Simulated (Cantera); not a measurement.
## NO annealing gas

An isothermal, constant-pressure homogeneous reactor starts with 11.8 % NO, 88.2 % N2, at 2100 K and 0.132 atm.

Detailed kinetics in Cantera: GRI-Mech 3.0 (53 species, 325 reactions).

| t (s) | x NO | x O2 | x O | x NO2 | x N2 |
|---|---|---|---|---|---|
| 8.00e-5 | 0.118 | 5.23e-10 | 3.49e-7 | 1.88e-9 | 0.882 |
| 0.000256 | 0.118 | 5.50e-9 | 1.16e-6 | 1.59e-8 | 0.882 |
| 0.000819 | 0.118 | 6.13e-8 | 4.15e-6 | 1.04e-7 | 0.882 |
| 0.00262 | 0.118 | 7.63e-7 | 1.63e-5 | 5.18e-7 | 0.882 |
| 0.00839 | 0.118 | 1.02e-5 | 6.04e-5 | 2.02e-6 | 0.882 |
| 0.0268 | 0.117 | 0.000117 | 0.000159 | 5.10e-6 | 0.882 |
| 0.0859 | 0.116 | 0.000771 | 0.000224 | 7.03e-6 | 0.883 |
| 0.275 | 0.111 | 0.00323 | 0.000293 | 9.11e-6 | 0.886 |
| 0.879 | 0.0924 | 0.0124 | 0.000464 | 1.26e-5 | 0.895 |
| 2.81 | 0.0417 | 0.0375 | 0.000753 | 9.50e-6 | 0.920 |
| 9.00 | 0.00722 | 0.0547 | 0.000897 | 1.98e-6 | 0.937 |
x: mole fraction; the columns are a selection and need not sum to one.

Equilibrium at this temperature and pressure: NO 0.00561, O2 0.0555, O 0.000903, NO2 1.55e-6, N2 0.938 (gas phase only).
